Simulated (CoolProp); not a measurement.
CH2F2 (R32) along the isotherm 67.65 °C: fugacity coefficient from the reference equation and from simpler models built on Tc = 78.1 °C, pc = 5783 kPa, ω = 0.277; each cubic takes its own stable root.

Model: reference Helmholtz-energy equation of state, Tillner-Roth 1997, in CoolProp.

| p (kPa) | phase | reference |
|---|---|---|
| 289 | gas | 0.9785 |
| 578 | gas | 0.9572 |
| 867 | gas | 0.9360 |
| 1160 | gas | 0.9148 |
| 1450 | gas | 0.8940 |
| 1730 | gas | 0.8741 |
| 2020 | gas | 0.8536 |
| 2310 | gas | 0.8332 |
| 2600 | gas | 0.8129 |
| 2890 | gas | 0.7928 |

Task: How far does each simpler model (van der Waals, Redlich-Kwong, Soave-Redlich-Kwong, Peng-Robinson) lie from the reference over these 10 states: mean and median of the absolute difference, and the worst?

Result: 
- van der Waals: mean 3.3 %, median 3.2 %, worst +6.1 % at 67.65 °C and 2890 kPa
- Redlich-Kwong: mean 1.8 %, median 1.7 %, worst +3.3 % at 67.65 °C and 2890 kPa
- Soave-Redlich-Kwong: mean 1.6 %, median 1.6 %, worst +2.9 % at 67.65 °C and 2890 kPa
- Peng-Robinson: mean 0.5 %, median 0.5 %, worst +1.0 % at 67.65 °C and 2890 kPa
